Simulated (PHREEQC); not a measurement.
A column of 1 m (30 cells, dispersivity 0.08 m, 3600 s a shift, diffusion coefficient 3e-10 m²/s) holds 0.0068 eq of the database's cation exchanger X per kg of pore water, first in equilibrium with 1.9 mmol/kgw PbCl2 and 0.01 mmol/kgw HCl. It is flushed with 0.56 mmol/kgw CdCl2, 0.49 mmol/kgw ZnCl2, 5.5 mmol/kgw NaCl and 0.01 mmol/kgw HCl, at 25 °C. Values are for the last cell. No CO2 enters from the air. No solid was allowed to form.

The series has 31 steps of pore volumes, from 0 to 4.017.

Model: ion-association model, phreeqc.dat, run in PHREEQC.

Q: After how many pore volumes does Na at the outlet first reach half of its feed value?

A: By 1.1 pore volumes.

Q: After how many pore volumes does Cd at the outlet first reach half of its feed value?

A: By 3.0 pore volumes.

Q: After how many pore volumes does Zn at the outlet first reach half of its feed value?

A: By 4.0 pore volumes.

Complexes and solids missing from the database can't appear.
